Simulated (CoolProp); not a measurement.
CHF3 (R23) along the isotherm -62.65 °C: fugacity coefficient from the reference equation and from simpler models built on Tc = 26.1 °C, pc = 4.832 MPa, ω = 0.263; each cubic takes its own stable root.

The numbers come from the reference Helmholtz-energy equation of state, Penoncello 2003 in CoolProp.

| p (MPa) | phase | reference | Redlich-Kwong | Peng-Robinson |
|---|---|---|---|---|
| 0.453 | liquid | 0.5678 | 0.8913 | 0.5743 |
| 0.906 | liquid | 0.2877 | 0.4529 | 0.2911 |
| 1.36 | liquid | 0.1942 | 0.3066 | 0.1966 |
| 1.81 | liquid | 0.1478 | 0.2341 | 0.1497 |
| 2.26 | liquid | 0.1200 | 0.1905 | 0.1216 |
| 2.72 | liquid | 0.1010 | 0.1609 | 0.1024 |
| 3.17 | liquid | 0.08782 | 0.1402 | 0.08906 |
| 3.62 | liquid | 0.07791 | 0.1248 | 0.07905 |
| 4.08 | liquid | 0.07005 | 0.1125 | 0.07111 |
| 4.53 | liquid | 0.06392 | 0.1029 | 0.06491 |
| 4.98 | liquid | 0.05891 | 0.09512 | 0.05984 |
| 5.44 | liquid | 0.05465 | 0.08848 | 0.05554 |
| 5.89 | liquid | 0.05113 | 0.08301 | 0.05199 |
| 6.34 | liquid | 0.04812 | 0.07834 | 0.04895 |
| 6.79 | liquid | 0.04552 | 0.07430 | 0.04632 |
| 7.25 | liquid | 0.04320 | 0.07070 | 0.04398 |
